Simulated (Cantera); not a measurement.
An isothermal, constant-pressure homogeneous reactor starts with C₂H₆ : N₂ = 1 : 16 (molar parts), at 2000 K and 1.00 bar.

Detailed kinetics in Cantera: GRI-Mech 3.0 (53 species, 325 reactions). GRI-Mech 3.0 stops at C3 and has no aromatics, soot or wall deposition, so with more carbon than oxygen in the feed, carbon stays in small species such as C2H2 where larger ones or solid carbon would form.

x: mole fraction; the columns are a selection and need not sum to one.

```tsv
t (s)	x C₂H₆	x C₂H	x H	x CH₂	x H₂
0.000300	9.15e-6	4.08e-6	0.000413	4.56e-6	0.0893
0.000627	(withheld)	4.24e-6	0.000436	(withheld)	0.0935
0.00131	(withheld)	4.46e-6	0.000465	(withheld)	0.0977
0.00274	6.71e-7	4.67e-6	0.000493	1.52e-6	0.101
0.00573	1.73e-7	4.82e-6	0.000512	8.11e-7	0.103
0.0120	4.12e-8	4.90e-6	0.000523	4.05e-7	0.104
0.0250	1.03e-8	4.94e-6	0.000528	2.01e-7	0.104
0.0524	3.42e-9	4.96e-6	0.000529	1.10e-7	0.105
0.109	2.00e-9	4.96e-6	0.000530	7.86e-8	0.105
0.229	1.82e-9	4.96e-6	0.000530	7.36e-8	0.105
0.478	1.81e-9	4.96e-6	0.000530	7.34e-8	0.105
1.00	1.81e-9	4.95e-6	0.000530	7.33e-8	0.105
```

Q: Some entries are withheld; supply them.

A: 
- 0.000627, x C₂H₆: 5.11e-6
- 0.000627, x CH₂: 3.62e-6
- 0.00131, x C₂H₆: 2.14e-6
- 0.00131, x CH₂: 2.52e-6
